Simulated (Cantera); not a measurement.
Feed: 1 mol TiCl₄, 0.49 mol H₂O, 250 mol H₂, at 0.930 bar.

Equilibrium computed with Cantera from the NASA thermochemical tables; the gas is ideal and each condensed phase is pure. Candidate condensed phases: H₂O, Ti, TiCl₂, TiCl₃, TiCl₄, TiO, TiO₂, Ti₂O₃, Ti₃O₅, Ti₄O₇; 23 gas species. Mutual solubility and eutectic melting of coexisting phases are not modelled. TiO: taken at fixed stoichiometry. Condensed phases not in the tables: TiOCl. The numbers say what is thermodynamically allowed, not how fast it happens.

Problem. At 1173 K, list the 4 most abundant gas species with their mole fractions, and the condensed phases.

Solution. H₂ 0.990, HCl 0.00755, TiCl₃ 0.00184, TiCl₄ 0.000698. Condensed: TiO(s) + Ti₂O₃(s).
